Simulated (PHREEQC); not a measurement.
Dissolve 59 mmol/kgw HF, 0.26 mmol/kgw (NH4)2SiF6, 0.54 mmol/kgw H3AsO4 and 0.48 mmol/kgw HCl at 20 °C. Closed to the air; pH follows from the charge balance.

The numbers come from PHREEQC with the ion-association model, wateq4f.dat.

Precipitation was switched off in this run.

Q: Predict the pH.

A: pH 2.20.

Q: In which forms is As present?

A: H3AsO4 52 %, H2AsO4- 48 % of the As.

Complexes and solids missing from the database can't appear. wateq4f.dat counts part of the HF as a dimer, H2F2, which phreeqc.dat doesn't know; its constant is uncertain. SiF6-2 is the database's only silicon fluoride.
